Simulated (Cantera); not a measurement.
## Equilibrium for chemical vapour transport: Si + HCl + H₂

Input: 1 mol Si, 0.013 mol HCl, 0.59 mol H₂, held at 0.100 bar.

These are equilibrium values from Cantera (NASA tables, ideal gas, pure condensed phases), not measurements of a reactor. Candidate condensed phases: Si; 19 gas species. The tables' values for SiCl₃ are old estimates; treat these amounts as uncertain. Rates play no part.

```json
[
 {"T (°C)": "652", "x H₂": "0.991", "x HCl": "0.00431", "x SiCl₄": "0.00259", "x SiHCl₃": "0.00216", "x SiCl₂": "2.71e-5", "x SiH₂Cl₂": "0.000177", "n Si(s)": "0.997"},
 {"T (°C)": "702", "x H₂": "0.989", "x HCl": "0.00662", "x SiCl₄": "0.00218", "x SiHCl₃": "0.00187", "x SiCl₂": "7.14e-5", "x SiH₂Cl₂": "0.000167", "n Si(s)": "0.997"},
 {"T (°C)": "752", "x H₂": "0.987", "x HCl": "0.00945", "x SiCl₄": "0.00168", "x SiHCl₃": "0.00150", "x SiCl₂": "0.000162", "x SiH₂Cl₂": "0.000150", "n Si(s)": "0.998"},
 {"T (°C)": "802", "x H₂": "0.985", "x HCl": "0.0125", "x SiCl₄": "0.00112", "x SiHCl₃": "0.00109", "x SiCl₂": "0.000312", "x SiH₂Cl₂": "0.000125", "n Si(s)": "0.998"},
 {"T (°C)": "852", "x H₂": "0.983", "x HCl": "0.0153", "x SiCl₄": "0.000623", "x SiHCl₃": "0.000694", "x SiCl₂": "0.000507", "x SiH₂Cl₂": "9.48e-5", "n Si(s)": "0.999"},
 {"T (°C)": "902", "x H₂": "0.981", "x HCl": "0.0173", "x SiCl₄": "0.000285", "x SiHCl₃": "0.000381", "x SiCl₂": "0.000699", "x SiH₂Cl₂": "6.52e-5", "n Si(s)": "0.999"},
 {"T (°C)": "952", "x H₂": "0.980", "x HCl": "0.0184", "x SiCl₄": "0.000114", "x SiHCl₃": "0.000189", "x SiCl₂": "0.000846", "x SiH₂Cl₂": "4.18e-5", "n Si(s)": "0.999"},
 {"T (°C)": "1002", "x H₂": "0.980", "x HCl": "0.0189", "x SiCl₄": "4.32e-5", "x SiHCl₃": "9.03e-5", "x SiCl₂": "0.000948", "x SiH₂Cl₂": "2.61e-5", "n Si(s)": "0.999"},
 {"T (°C)": "1052", "x H₂": "0.980", "x HCl": "0.0191", "x SiCl₄": "1.67e-5", "x SiHCl₃": "4.37e-5", "x SiCl₂": "0.00102", "x SiH₂Cl₂": "1.65e-5", "n Si(s)": "0.999"},
 {"T (°C)": "1102", "x H₂": "0.980", "x HCl": "0.0192", "x SiCl₄": "6.72e-6", "x SiHCl₃": "2.19e-5", "x SiCl₂": "0.00108", "x SiH₂Cl₂": "1.06e-5", "n Si(s)": "0.999"},
 {"T (°C)": "1152", "x H₂": "0.980", "x HCl": "0.0192", "x SiCl₄": "2.86e-6", "x SiHCl₃": "1.14e-5", "x SiCl₂": "0.00113", "x SiH₂Cl₂": "6.99e-6", "n Si(s)": "0.999"},
 {"T (°C)": "1202", "x H₂": "0.980", "x HCl": "0.0191", "x SiCl₄": "1.28e-6", "x SiHCl₃": "6.22e-6", "x SiCl₂": "0.00117", "x SiH₂Cl₂": "4.73e-6", "n Si(s)": "0.999"}
]
```
x: gas mole fraction; n: condensed amount in mol.

From 652 °C to 1202 °C the condensed part is Si(s). The main Si-bearing gas is SiCl₄ at 652 °C and SiCl₂ at 1202 °C.
